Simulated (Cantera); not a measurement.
Input (Python, Cantera) and output of one run.

```python
import numpy as np
import cantera as ct

gas_names = """
    CL CL2 H HCL H2 Si SiCL SiCL2 SiCL3 SiCL4 SiH SiHCL3 SiH2 SiH2CL2 SiH3 SiH3CL SiH4 Si2 Si3
""".split()
cond_names = """
    Si(cr) Si(L)
""".split()


def load(file, names, dense=False):
    # The tables refer to 1 bar. Condensed volumes are neglected.
    table = {s.name: s for s in ct.Species.list_from_file(file)}
    out = []
    for n in names:
        d = dict(table[n].input_data)
        d["thermo"] = dict(d["thermo"], **{"reference-pressure": 1e5})
        if dense:
            d["equation-of-state"] = {"model": "constant-volume", "density": "1e6 g/cm^3"}
        out.append(ct.Species.from_dict(d))
    return out


gas = ct.Solution(thermo="ideal-gas", species=load("nasa_gas.yaml", gas_names))
cond = {s.name: ct.Solution(thermo="fixed-stoichiometry", species=[s], name=s.name)
        for s in load("nasa_condensed.yaml", cond_names, dense=True)}
atoms = {
    'SiCl4': {'Si': 1, 'CL': 4},
    'Cl2': {'CL': 2},
    'H2': {'H': 2},
}
top_T = {}  # K; cautious upper limits of use, not melting points


def equilibrate(T, P, feed):
    n = {}
    for name, mol in feed.items():
        for a, k in atoms[name].items():
            n[a] = n.get(a, 0.0) + k * mol
    gas.TPX = T, P, n
    mass = sum(n.values()) * gas.mean_molecular_weight
    gas.equilibrate("TP")
    valid = [c for c in cond.values() if c.min_temp <= T <= top_T.get(c.name, c.max_temp)]
    mix = ct.Mixture([(gas, mass / gas.mean_molecular_weight)] + [(c, 0.0) for c in valid])
    mix.T, mix.P = T, P
    mix.equilibrate("TP", solver="vcs", rtol=1e-11, max_steps=5000)
    return mix


results = []
feed = {'SiCl4': 1, 'Cl2': 1.9, 'H2': 7.4}  # mol
P = 13000  # Pa
for T in [1073, 1098, 1123, 1148, 1173, 1198, 1223, 1248, 1273, 1298, 1323, 1348, 1373, 1398]:
    mix = equilibrate(T, P, feed)
    results.append((T, P, feed, dict(zip(mix.species_names, mix.species_moles))))
    x = sorted(zip(gas.X, gas.species_names), reverse=True)
    print(f"T = {T:g} K  P = {P:g} Pa  gas = {mix.phase_moles(0):.4g} mol")
    print("   x: " + "  ".join(f"{s} {v:.3e}" for v, s in x if v > 1e-06))
    print("   condensed (mol): " + ("  ".join(f"{mix.phase(i).name} {mix.phase_moles(i):.4g}"
          for i in range(1, mix.n_phases) if mix.phase_moles(i) > 1e-12) or "none"))
```

It prints:

```
T = 1073 K  P = 13000 Pa  gas = 10.3 mol
   x: H2 5.321e-01  HCL 3.708e-01  SiCL4 9.512e-02  SiHCL3 1.672e-03  SiCL3 2.650e-04  SiCL2 1.181e-05  SiH2CL2 3.431e-06
   condensed (mol): none
T = 1098 K  P = 13000 Pa  gas = 10.3 mol
   x: H2 5.316e-01  HCL 3.713e-01  SiCL4 9.465e-02  SiHCL3 1.972e-03  SiCL3 4.105e-04  SiCL2 2.503e-05  SiH2CL2 4.917e-06
   condensed (mol): none
T = 1123 K  P = 13000 Pa  gas = 10.3 mol
   x: H2 5.311e-01  HCL 3.718e-01  SiCL4 9.407e-02  SiHCL3 2.304e-03  SiCL3 6.221e-04  SiCL2 5.111e-05  SiH2CL2 6.913e-06
   condensed (mol): none
T = 1148 K  P = 13000 Pa  gas = 10.31 mol
   x: H2 5.304e-01  HCL 3.725e-01  SiCL4 9.333e-02  SiHCL3 2.666e-03  SiCL3 9.231e-04  SiCL2 1.008e-04  SiH2CL2 9.539e-06
   condensed (mol): none
T = 1173 K  P = 13000 Pa  gas = 10.31 mol
   x: H2 5.296e-01  HCL 3.734e-01  SiCL4 9.240e-02  SiHCL3 3.054e-03  SiCL3 1.342e-03  SiCL2 1.921e-04  SiH2CL2 1.292e-05
   condensed (mol): none
T = 1198 K  P = 13000 Pa  gas = 10.31 mol
   x: H2 5.285e-01  HCL 3.746e-01  SiCL4 9.122e-02  SiHCL3 3.462e-03  SiCL3 1.911e-03  SiCL2 3.543e-04  SiH2CL2 1.717e-05
   condensed (mol): none
T = 1223 K  P = 13000 Pa  gas = 10.32 mol
   x: H2 5.270e-01  HCL 3.761e-01  SiCL4 8.970e-02  SiHCL3 3.880e-03  SiCL3 2.667e-03  SiCL2 6.321e-04  SiH2CL2 2.238e-05
   condensed (mol): none
T = 1248 K  P = 13000 Pa  gas = 10.33 mol
   x: H2 5.252e-01  HCL 3.780e-01  SiCL4 8.775e-02  SiHCL3 4.293e-03  SiCL3 3.642e-03  SiCL2 1.091e-03  SiH2CL2 2.854e-05
   condensed (mol): none
T = 1273 K  P = 13000 Pa  gas = 10.34 mol
   x: H2 5.227e-01  HCL 3.806e-01  SiCL4 8.528e-02  SiCL3 4.863e-03  SiHCL3 4.681e-03  SiCL2 1.818e-03  SiH2CL2 3.556e-05  H 1.430e-06
   condensed (mol): none
T = 1298 K  P = 13000 Pa  gas = 10.36 mol
   x: H2 5.195e-01  HCL 3.840e-01  SiCL4 8.217e-02  SiCL3 6.340e-03  SiHCL3 5.018e-03  SiCL2 2.924e-03  SiH2CL2 4.317e-05  H 2.142e-06  CL 1.336e-06
   condensed (mol): none
T = 1323 K  P = 13000 Pa  gas = 10.39 mol
   x: H2 5.155e-01  HCL 3.883e-01  SiCL4 7.835e-02  SiCL3 8.053e-03  SiHCL3 5.277e-03  SiCL2 4.527e-03  SiH2CL2 5.092e-05  H 3.158e-06  CL 1.995e-06
   condensed (mol): none
T = 1348 K  P = 13000 Pa  gas = 10.42 mol
   x: H2 5.105e-01  HCL 3.936e-01  SiCL4 7.377e-02  SiCL3 9.950e-03  SiCL2 6.740e-03  SiHCL3 5.431e-03  SiH2CL2 5.824e-05  H 4.585e-06  CL 2.946e-06
   condensed (mol): none
T = 1373 K  P = 13000 Pa  gas = 10.46 mol
   x: H2 5.044e-01  HCL 4.000e-01  SiCL4 6.846e-02  SiCL3 1.195e-02  SiCL2 9.639e-03  SiHCL3 5.461e-03  SiH2CL2 6.446e-05  H 6.560e-06  CL 4.310e-06
   condensed (mol): none
T = 1398 K  P = 13000 Pa  gas = 10.51 mol
   x: H2 4.975e-01  HCL 4.074e-01  SiCL4 6.253e-02  SiCL3 1.392e-02  SiCL2 1.325e-02  SiHCL3 5.361e-03  SiH2CL2 6.905e-05  H 9.256e-06  CL 6.244e-06
   condensed (mol): none
```

These are equilibrium values from Cantera (NASA tables, ideal gas, pure condensed phases), not measurements of a reactor. The tables' values for SiCl3 are old estimates; treat these amounts as uncertain.
